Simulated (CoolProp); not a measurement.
Vapour-liquid equilibrium of methanol (1) + dimethyl carbonate (2) at 1.83 bar; x and y are mole fractions of (1).

Model: multi-fluid Helmholtz-energy mixture model, de Reuck 1993 and Zhou 2011; pair parameters Bell 2016, in CoolProp.

| x | bubble temperature (°C) | y at the bubble point | dew temperature at overall composition x (°C) | liquid density (mol/L) |
|---|---|---|---|---|
| 0.05 | 102.5 | 0.215 | 108.3 | 10.89 |
| 0.125 | 95.3 | 0.402 | 105.7 | 11.45 |
| 0.2 | 90.6 | 0.512 | 103.0 | 12.03 |
| 0.275 | 87.5 | 0.585 | 100.2 | 12.64 |
| 0.35 | 85.3 | 0.636 | 97.3 | 13.28 |
| 0.425 | 83.7 | 0.676 | 94.3 | 13.99 |
| 0.5 | 82.5 | 0.708 | 91.1 | 14.76 |
| 0.575 | 81.6 | 0.738 | 87.9 | 15.61 |
| 0.65 | 80.9 | 0.766 | 84.7 | 16.56 |
| 0.725 | 80.4 | 0.797 | 82.0 | 17.63 |
| 0.8 | 80.0 | 0.833 | 80.4 | 18.83 |
| 0.875 | 79.8 | 0.879 | 79.8 | 20.18 |
| 0.95 | 80.0 | 0.942 | 80.0 | 21.72 |

y crosses x between x = 0.875 and 0.95: the model has an azeotrope there.

The pair parameters rest on a limited set of measurements; away from them the model extrapolates.
